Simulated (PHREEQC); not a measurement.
Make-up at 89 °C: 0.012 mol/kgw MgCl2, 9.1e-05 mol/kgw Na2SO4 and 0.0024 mol/kgw KCl. Closed to the air; pH follows from the charge balance.

Computed with PHREEQC (ion-association model, phreeqc.dat).

This is a speciation only: nothing precipitates in the calculation.

### Question
Order these S species by the share of S that they hold, largest first: KSO4-, MgSO4, SO4-2.

### Answer
MgSO4 (69 %), SO4-2 (30 %), KSO4- (0.57 %)

The ionic strength is 0.0384 mol/kgw. Species that the database lacks are ignored. At this temperature some constants are extrapolated from 25 °C, and those without enthalpy data are left unchanged.
